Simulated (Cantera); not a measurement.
A diamond (100) surface in a fixed gas of H2 with x(CH4) = 0.0058, x(H) = 0.00063, x(CH3) = 1.2e-05, 113 Torr; coverages are run to steady state.

Computed with Cantera and the Harris–Goodwin 1993 mechanism for the reconstructed diamond (100) surface.

θ: site fractions in the mechanism's names (c6HH fully hydrogenated, c6H* and c6*H radical sites, c6** diradical, c6HM methylated).

```csv
T (K),growth (µm/h),θ c6HH,θ c6H*,θ c6*H,θ c6**,θ c6HM
925,0.619,0.658,0.0120,0.307,0.00503,0.0136
1000,0.818,0.596,0.0179,0.366,0.00851,0.00890
1075,0.763,0.542,0.0246,0.414,0.0127,0.00445
1150,0.435,0.499,0.0317,0.450,0.0169,0.00136
1225,0.226,0.469,0.0386,0.471,0.0205,0.000304
1300,(withheld),0.452,(withheld),0.480,0.0229,(withheld)
1375,(withheld),0.447,(withheld),0.479,0.0240,(withheld)
```

Q: Some entries are withheld; supply them.

A: 
- 1300, growth (µm/h): 0.161
- 1300, θ c6H*: 0.0449
- 1300, θ c6HM: 6.50e-5
- 1375, growth (µm/h): 0.122
- 1375, θ c6H*: 0.0504
- 1375, θ c6HM: 1.44e-5
